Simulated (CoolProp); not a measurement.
Vapour-liquid equilibrium of benzene (1) + n-nonane (2) at 0.0468 MPa; x and y are mole fractions of (1).

Model: multi-fluid Helmholtz-energy mixture model, Thol 2012 and Lemmon 2006; pair parameters Bell 2016, in CoolProp.

```json
[
 {"x": "0.05", "bubble temperature (K)": "383.5", "y at the bubble point": "0.377", "dew temperature at overall composition x (K)": "395.4", "liquid density (mol/L)": "5.157"},
 {"x": "0.125", "bubble temperature (K)": "369.6", "y at the bubble point": "0.644", "dew temperature at overall composition x (K)": "___", "liquid density (mol/L)": "5.466"},
 {"x": "0.2", "bubble temperature (K)": "360.5", "y at the bubble point": "0.765", "dew temperature at overall composition x (K)": "390.4", "liquid density (mol/L)": "___"},
 {"x": "0.275", "bubble temperature (K)": "354.2", "y at the bubble point": "___", "dew temperature at overall composition x (K)": "387.7", "liquid density (mol/L)": "6.069"},
 {"x": "0.35", "bubble temperature (K)": "___", "y at the bubble point": "0.870", "dew temperature at overall composition x (K)": "384.7", "liquid density (mol/L)": "6.386"},
 {"x": "0.425", "bubble temperature (K)": "346.2", "y at the bubble point": "___", "dew temperature at overall composition x (K)": "381.4", "liquid density (mol/L)": "6.724"},
 {"x": "0.5", "bubble temperature (K)": "343.3", "y at the bubble point": "0.917", "dew temperature at overall composition x (K)": "377.8", "liquid density (mol/L)": "7.088"},
 {"x": "0.575", "bubble temperature (K)": "340.9", "y at the bubble point": "0.932", "dew temperature at overall composition x (K)": "___", "liquid density (mol/L)": "7.486"},
 {"x": "0.65", "bubble temperature (K)": "338.8", "y at the bubble point": "0.946", "dew temperature at overall composition x (K)": "369.2", "liquid density (mol/L)": "7.923"},
 {"x": "0.725", "bubble temperature (K)": "336.8", "y at the bubble point": "0.958", "dew temperature at overall composition x (K)": "363.8", "liquid density (mol/L)": "8.407"},
 {"x": "0.8", "bubble temperature (K)": "334.9", "y at the bubble point": "0.970", "dew temperature at overall composition x (K)": "357.3", "liquid density (mol/L)": "8.946"},
 {"x": "0.875", "bubble temperature (K)": "333.1", "y at the bubble point": "0.981", "dew temperature at overall composition x (K)": "349.0", "liquid density (mol/L)": "9.551"},
 {"x": "0.95", "bubble temperature (K)": "331.3", "y at the bubble point": "0.992", "dew temperature at overall composition x (K)": "338.1", "liquid density (mol/L)": "10.23"}
]
```

Q: Complete the blanks.

A: 
- 0.125, dew temperature at overall composition x (K): 393.0
- 0.2, liquid density (mol/L): 5.765
- 0.275, y at the bubble point: 0.830
- 0.35, bubble temperature (K): 349.7
- 0.425, y at the bubble point: 0.897
- 0.575, dew temperature at overall composition x (K): 373.8

No azeotrope shows between x = 0.05 and 0.95.

The pair parameters rest on a limited set of measurements; away from them the model extrapolates.
